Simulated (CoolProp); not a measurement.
Methane at several states: density (kg/m³) from the reference equation and from simpler models built on Tc = -82.6 °C, pc = 4599 kPa, ω = 0.011; each cubic takes its own stable root.

Model: reference Helmholtz-energy equation of state, Setzmann 1991, in CoolProp.

```tsv
T (°C)	p (kPa)	phase	reference
-172.95	9880	liquid	445.7
234.55	1760	gas	6.687
-8.45	2300	gas	17.85
17.45	6790	supercritical	51.29
147.55	277	gas	1.272
-2.95	10.7	gas	0.07643
```

### Question
How far does each simpler model (van der Waals, Soave-Redlich-Kwong, Peng-Robinson) lie from the reference over these 6 states: mean and median of the absolute difference, and the worst?

### Answer
- van der Waals: mean 5.8 %, median 0.5 %, worst -30.4 % at -172.95 °C and 9880 kPa
- Soave-Redlich-Kwong: mean 0.2 %, median 0.1 %, worst -0.8 % at 17.45 °C and 6790 kPa
- Peng-Robinson: mean 2.8 %, median 0.8 %, worst +12.7 % at -172.95 °C and 9880 kPa
